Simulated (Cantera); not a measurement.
A perfectly stirred reactor is fed with CO : H2 : O2 : N2 = 1 : 0.047 : 0.523 : 1.97 (molar parts), equivalence ratio 1.0, at 500000 Pa; it is adiabatic with a 398 K inlet, and is followed from long to short residence time, starting on the burning branch (τ in s: 0.035, 0.013, 0.0051, 0.0019, 0.00072, 0.00027, 0.0001, 3.9e-05, 1.5e-05, 5.5e-06).

Model: GRI-Mech 3.0 (53 species, 325 reactions), integrated in Cantera. The hydrogen kinetics of GRI-Mech 3.0 are dated; newer H2 mechanisms differ, most at raised pressure.

Question: Predict: blow-out, bracketed by the residence times tried; x(CO) at τ = 35.0 ms; x(H2) at τ = 35.0 ms; x(O2) at τ = 35.0 ms; x(NO) at τ = 35.0 ms; x(HO2) at τ = 35.0 ms; x(CO) at τ = 0.270 ms; x(H2) at τ = 0.270 ms; x(O2) at τ = 0.270 ms; x(NO) at τ = 0.270 ms; x(HO2) at τ = 0.270 ms.

Answer: 
* **blow-out, bracketed by the residence times tried**: burning at 0.100 ms, out at 39.0 µs
* **x(CO) at τ = 35.0 ms**: 0.0386
* **x(H2) at τ = 35.0 ms**: 0.000306
* **x(O2) at τ = 35.0 ms**: 0.0162
* **x(NO) at τ = 35.0 ms**: 0.00457
* **x(HO2) at τ = 35.0 ms**: 1.15e-6
* **x(CO) at τ = 0.270 ms**: 0.0909
* **x(H2) at τ = 0.270 ms**: 0.000812
* **x(O2) at τ = 0.270 ms**: 0.0419
* **x(NO) at τ = 0.270 ms**: 0.000240
* **x(HO2) at τ = 0.270 ms**: 1.28e-5
